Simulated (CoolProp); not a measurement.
R1224YDZ along the isobar 8.81 MPa: fugacity coefficient from the reference equation and from simpler models built on Tc = 428.7 K, pc = 3.334 MPa, ω = 0.325; each cubic takes its own stable root.

Values from CoolProp's reference Helmholtz-energy equation of state, Akasaka 2023.

| T (K) | phase | reference | Redlich-Kwong | Soave-Redlich-Kwong | Peng-Robinson |
|---|---|---|---|---|---|
| 201.7 | liquid | 0.0001069 | 0.0006181 | 0.0001209 | 0.0001275 |
| 226.3 | liquid | 0.0007318 | 0.002925 | 0.0007902 | 0.0007974 |
| 251 | liquid | 0.003185 | 0.009438 | 0.003373 | 0.003305 |
| 275.7 | liquid | 0.01001 | 0.02325 | 0.01054 | (withheld) |
| 300.4 | liquid | 0.02476 | 0.04716 | 0.02610 | 0.02477 |
| 325.1 | liquid | 0.05121 | 0.08288 | 0.05421 | 0.05106 |
| 349.7 | liquid | (withheld) | (withheld) | 0.09789 | 0.09183 |
| 374.4 | liquid | 0.1488 | 0.1889 | 0.1588 | 0.1487 |
| 399.1 | liquid | 0.2202 | 0.2557 | 0.2355 | 0.2204 |
| 423.8 | liquid | 0.3032 | 0.3278 | 0.3239 | 0.3034 |
| 448.5 | supercritical | 0.3928 | 0.4015 | 0.4180 | 0.3918 |
| 473.1 | supercritical | 0.4825 | 0.4729 | 0.5096 | 0.4782 |

What belongs in the gaps?


- 275.7, Peng-Robinson: 0.01012
- 349.7, reference: 0.09205
- 349.7, Redlich-Kwong: 0.1304
